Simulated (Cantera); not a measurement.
A Cantera script and its output.

```python
import numpy as np
import cantera as ct

gas = ct.Solution("gri30.yaml")
gas.TPX = 600, 480000, {'CO': 1, 'H2': 0.47, 'O2': 1.34, 'N2': 5.02}
inlet = ct.Reservoir(gas, clone=True)
gas.equilibrate("HP")  # start burning
reactor = ct.IdealGasConstPressureReactor(gas, energy="on", clone=False)
exhaust = ct.Reservoir(gas, clone=True)
tau = [0.055, 0.027, 0.014, 0.007, 0.0035, 0.0018, 0.00089, 0.00045, 0.00022, 0.00011, 5.7e-05][0]
for a, b in ((inlet, reactor), (reactor, exhaust)):
    ct.MassFlowController(a, b, mdot=lambda t: reactor.mass / tau)
net = ct.ReactorNet([reactor])
show = ['CO', 'H2', 'O2', 'H2O2', 'NO2', 'H']

rows = []
print(f"{'tau/s':>10s}{'T/K':>9s}" + "".join(f"{s:>11s}" for s in show))
for tau in [0.055, 0.027, 0.014, 0.007, 0.0035, 0.0018, 0.00089, 0.00045, 0.00022, 0.00011, 5.7e-05]:
    net.initial_time = 0.0
    net.advance(30 * tau)
    before = gas.X
    net.advance(40 * tau)
    drift = np.max(np.abs(gas.X - before) / (gas.X + 1e-9))
    rows.append([gas.T, *gas[show].X, drift])
    print(f"{tau:10.3e}{gas.T:9.1f}" + "".join(f"{x:11.3e}" for x in gas[show].X))
```

Result:

```
     tau/s      T/K         CO         H2         O2       H2O2        NO2          H
 5.500e-02   2067.2  7.958e-04  6.869e-05  8.491e-02  1.052e-07  1.306e-06  1.252e-05
 2.700e-02   2065.0  1.052e-03  8.649e-05  8.508e-02  1.134e-07  8.727e-07  1.705e-05
 1.400e-02   2061.0  1.459e-03  1.152e-04  8.524e-02  1.270e-07  6.637e-07  2.543e-05
 7.000e-03   2053.9  2.159e-03  1.654e-04  8.547e-02  1.508e-07  5.394e-07  4.296e-05
 3.500e-03   2042.6  3.273e-03  2.461e-04  8.582e-02  1.881e-07  4.491e-07  7.764e-05
 1.800e-03   2026.4  4.903e-03  3.646e-04  8.636e-02  2.399e-07  3.631e-07  1.408e-04
 8.900e-04   2001.1  7.476e-03  5.505e-04  8.724e-02  3.177e-07  2.689e-07  2.650e-04
 4.500e-04   1965.8  1.111e-02  8.086e-04  8.855e-02  4.253e-07  1.887e-07  4.796e-04
 2.200e-04   1913.2  1.662e-02  1.184e-03  9.066e-02  5.949e-07  1.282e-07  8.597e-04
 1.100e-04   1840.8  2.446e-02  1.675e-03  9.391e-02  8.693e-07  9.107e-08  1.422e-03
 5.700e-05   1740.0  3.618e-02  2.331e-03  9.923e-02  1.391e-06  6.489e-08  2.067e-03
```

Computed with Cantera and GRI-Mech 3.0 (53 species, 325 reactions). The hydrogen kinetics of GRI-Mech 3.0 are dated; newer H2 mechanisms differ, most at raised pressure.
